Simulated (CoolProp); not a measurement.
The numbers come from the reference Helmholtz-energy equation of state, Akasaka 2015 in CoolProp.

For R245fa, give the phase and the speed of sound (m/s) at 399.6 K and 0.101 MPa.


- 399.6 K and 0.101 MPa: gas; speed of sound 161
